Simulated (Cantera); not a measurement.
A freely propagating, adiabatic, planar premixed flame of H2 : O2 : N2 : H2O = 1 : 0.312 : 1.17 : 0.18 (molar parts), equivalence ratio 1.6, unburnt at 600 K and 0.188 atm; mixture-averaged transport, grid criteria slope 0.08 and curve 0.16, no radiation.

Detailed kinetics in Cantera: the H2/O2 subset of GRI-Mech 3.0, which has no nitrogen chemistry. Burning velocities carry a grid error of a few per cent, more on coarse grids.

Q: How do the results move with these cheaper or finer settings: unity-Lewis-number transport; multicomponent transport; multicomponent+Soret transport; grid criteria slope 0.5, curve 1; grid criteria slope 0.25, curve 0.5; grid criteria slope 0.03, curve 0.06?

A: 
| setting | laminar burning velocity | thermal thickness | peak x(O) | peak x(H) | grid points |
|---|---|---|---|---|---|
| as above | 697 cm/s | 3.79 mm | 0.00665 | 0.107 | 144 |
| unity-Lewis-number transport | 418 cm/s | 3.02 mm | 0.00563 | 0.108 | 135 |
| multicomponent transport | 682 cm/s | 3.79 mm | 0.00657 | 0.107 | 144 |
| multicomponent+Soret transport | 660 cm/s | 3.75 mm | 0.00653 | 0.105 | 144 |
| grid criteria slope 0.5, curve 1 | 954 cm/s | 5.91 mm | 0.00628 | 0.108 | 47 |
| grid criteria slope 0.25, curve 0.5 | 741 cm/s | 4.40 mm | 0.00631 | 0.108 | 75 |
| grid criteria slope 0.03, curve 0.06 | 683 cm/s | 3.65 mm | 0.00669 | 0.106 | 306 |
Unity Lewis numbers drop preferential diffusion, which matters most where H2 and H carry the flame; Soret adds thermal diffusion.
